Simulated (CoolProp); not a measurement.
Saturated liquid density (kg/m³) of dodecamethylpentasiloxane (MD3M): the reference equation beside estimates from Tc = 628.0 K, pc = 9.540 bar, ω = 0.730. Rackett uses Z = 0.29056 − 0.08775 ω.

Model: reference Helmholtz-energy equation of state, Thol 2019, in CoolProp.

| T (K) | reference | Rackett | van der Waals | Soave-Redlich-Kwong |
|---|---|---|---|---|
| 417.5 | … | 919.9 | 413.2 | 664.0 |
| 420.5 | 748.5 | … | 411.7 | 661.6 |
| 423.5 | 745.3 | … | 410.1 | 659.2 |
| 426.5 | 742.2 | 907.6 | … | … |
| 429.6 | 738.9 | 903.3 | 406.8 | 654.1 |
| 432.6 | 735.7 | … | 405.2 | 651.6 |
| 435.6 | 732.5 | 894.9 | 403.5 | 649.0 |
| 438.6 | 729.2 | 890.7 | 401.9 | 646.4 |
| 441.7 | … | 886.3 | 400.1 | 643.6 |
| 444.7 | 722.6 | 882.0 | 398.5 | 640.9 |
| 447.7 | 719.3 | 877.7 | 396.7 | 638.1 |
| 450.7 | … | 873.3 | 395.0 | 635.3 |
| 453.8 | 712.5 | 868.8 | 393.2 | 632.3 |
| 456.8 | 709.2 | 864.4 | 391.5 | 629.4 |

Task: Complete the blanks.

Result: 
- 417.5, reference: 751.7
- 420.5, Rackett: 915.9
- 423.5, Rackett: 911.8
- 426.5, van der Waals: 408.5
- 426.5, Soave-Redlich-Kwong: 656.7
- 432.6, Rackett: 899.1
- 441.7, reference: 725.8
- 450.7, reference: 716.0

Absolute difference from the reference over all 14 rows, mean and median: Rackett 22.2 and 22.2 %, van der Waals 44.9 and 44.9 %, Soave-Redlich-Kwong 11.4 and 11.4 %.
